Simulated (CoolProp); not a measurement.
Saturated liquid density (kg/m³) of decamethylcyclopentasiloxane (D5): the reference equation beside estimates from Tc = 345.1 °C, pc = 1.078 MPa, ω = 0.631. Rackett uses Z = 0.29056 − 0.08775 ω.

The numbers come from the reference Helmholtz-energy equation of state, Thol 2019 in CoolProp.

```json
[
 {"T (°C)": "97.75", "reference": "875.8", "Rackett": "1007", "van der Waals": "479.2", "Soave-Redlich-Kwong": "759.9", "Peng-Robinson": "855.0"},
 {"T (°C)": "103.45", "reference": "869.6", "Rackett": "999.5", "van der Waals": "476.1", "Soave-Redlich-Kwong": "755.5", "Peng-Robinson": "850.4"},
 {"T (°C)": "109.15", "reference": "863.4", "Rackett": "992.0", "van der Waals": "473.0", "Soave-Redlich-Kwong": "751.1", "Peng-Robinson": "845.7"},
 {"T (°C)": "114.85", "reference": "857.2", "Rackett": "984.4", "van der Waals": "469.9", "Soave-Redlich-Kwong": "746.5", "Peng-Robinson": "840.8"},
 {"T (°C)": "120.55", "reference": "850.9", "Rackett": "976.8", "van der Waals": "466.8", "Soave-Redlich-Kwong": "741.9", "Peng-Robinson": "835.8"},
 {"T (°C)": "126.25", "reference": "844.6", "Rackett": "969.0", "van der Waals": "463.5", "Soave-Redlich-Kwong": "737.1", "Peng-Robinson": "830.7"},
 {"T (°C)": "131.95", "reference": "838.3", "Rackett": "961.3", "van der Waals": "460.3", "Soave-Redlich-Kwong": "732.1", "Peng-Robinson": "825.4"},
 {"T (°C)": "137.65", "reference": "831.9", "Rackett": "953.4", "van der Waals": "457.0", "Soave-Redlich-Kwong": "727.0", "Peng-Robinson": "819.9"},
 {"T (°C)": "143.35", "reference": "825.4", "Rackett": "945.4", "van der Waals": "453.6", "Soave-Redlich-Kwong": "721.8", "Peng-Robinson": "814.3"},
 {"T (°C)": "149.05", "reference": "818.9", "Rackett": "937.3", "van der Waals": "450.2", "Soave-Redlich-Kwong": "716.4", "Peng-Robinson": "808.5"},
 {"T (°C)": "154.75", "reference": "812.3", "Rackett": "929.2", "van der Waals": "446.7", "Soave-Redlich-Kwong": "710.9", "Peng-Robinson": "802.5"},
 {"T (°C)": "160.45", "reference": "805.7", "Rackett": "920.9", "van der Waals": "443.2", "Soave-Redlich-Kwong": "705.2", "Peng-Robinson": "796.3"},
 {"T (°C)": "166.15", "reference": "799.0", "Rackett": "912.5", "van der Waals": "439.5", "Soave-Redlich-Kwong": "699.3", "Peng-Robinson": "789.9"}
]
```

Absolute difference from the reference over all 13 rows, mean and median: Rackett 14.6 and 14.7 %, van der Waals 45.1 and 45.1 %, Soave-Redlich-Kwong 12.7 and 12.7 %, Peng-Robinson 1.6 and 1.5 %.
